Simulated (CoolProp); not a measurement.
C2F6 (R116) at 298.15 K and 4.15 MPa is throttled through a valve to 0.653 MPa with no heat exchange. Each further row changes one setting.

Values from CoolProp's reference Helmholtz-energy equation of state, Lemmon 2006. It is a short technical equation, of lower accuracy than the large ones.

```json
[
 {"case": "as stated", "temperature change (K)": "?", "final phase": "?", "final density (kg/m³)": "67.4"},
 {"case": "outlet pressure 0.196 MPa", "temperature change (K)": "-89.9", "final phase": "two-phase, vapour fraction 0.961", "final density (kg/m³)": "?"},
 {"case": "outlet pressure 0.849 MPa", "temperature change (K)": "?", "final phase": "?", "final density (kg/m³)": "93.6"}
]
```

Task: Some entries are withheld; supply them.

Result: 
- as stated, temperature change (K): -59.6
- as stated, final phase: two-phase, vapour fraction 0.802
- outlet pressure 0.196 MPa, final density (kg/m³): 17.5
- outlet pressure 0.849 MPa, temperature change (K): -51.7
- outlet pressure 0.849 MPa, final phase: two-phase, vapour fraction 0.752
